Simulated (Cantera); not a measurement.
A closed system holds: 1 mol B, a varied amount of O₂, equilibrated at 1650 K and 13.0 Pa.

Method: chemical equilibrium by Gibbs-energy minimisation in Cantera with the NASA 1993 tables (ideal gas, pure condensed phases). Candidate condensed phases: B, B₂O₃; 10 gas species. The numbers say what is thermodynamically allowed, not how fast it happens.

x: gas mole fraction; nothing condenses.

```csv
n(O₂) (mol),x B₂O₃,x O₂,x BO₂,x O,x BO
0.76,0.965,0.0144,0.0201,0.000272,8.47e-5
1.8,0.305,0.663,0.0295,0.00185,1.83e-5
2.8,0.183,0.791,0.0239,0.00202,1.35e-5
3.8,0.130,0.848,0.0205,0.00209,1.12e-5
4.8,___,0.880,___,0.00213,___
5.8,___,0.900,0.0164,0.00215,___
6.8,0.0684,0.914,0.0151,0.00217,7.98e-6
```

Q: Some entries are withheld; supply them.

A: 
- 5.8, x B₂O₃: 0.0814
- 5.8, x BO: 8.74e-6
- 4.8, x B₂O₃: 0.100
- 4.8, x BO₂: 0.0181
- 4.8, x BO: 9.75e-6
